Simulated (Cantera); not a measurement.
Catalytic combustion on Pt

An isothermal plug-flow reactor at 773 K and 0.849 atm (inlet), inlet velocity 0.13 m/s, active area per volume 330 1/m; feed CO : O₂ : N₂ = 0.0063 : 0.011 : 0.79 (molar parts).

Computed with Cantera and Deutschmann's 1995 Pt surface mechanism with GRI-Mech 3.0 gas chemistry. Catalytic surfaces can have several steady states; this one follows from the mechanism file's or the stated starting coverage. Mass transfer to the wall is taken as infinitely fast.

```tsv
z (m)	x CO	x O₂	x H₂O	x CO₂	θ free Pt	θ O*	θ CO*
0.00015	0.00529	0.0124	<1e-12	0.00252	0.188	0.00592	0.806
0.00028	0.00157	0.0105	<1e-12	0.00626	0.355	0.0233	0.622
0.00054	0.000118	0.00982	<1e-12	0.00772	0.0748	0.925	0.000138
0.001	1.79e-5	0.00977	<1e-12	0.00782	0.0697	0.930	1.81e-5
0.002	3.85e-7	0.00976	<1e-12	0.00783	0.0689	0.931	3.81e-7
0.0039	2.73e-10	0.00976	<1e-12	0.00783	0.0689	0.931	2.70e-10
0.0075	<1e-12	0.00976	<1e-12	0.00783	0.0689	0.931	<1e-12
0.015	<1e-12	0.00976	<1e-12	0.00783	0.0689	0.931	<1e-12
```
x: gas mole fraction; θ: surface coverage.
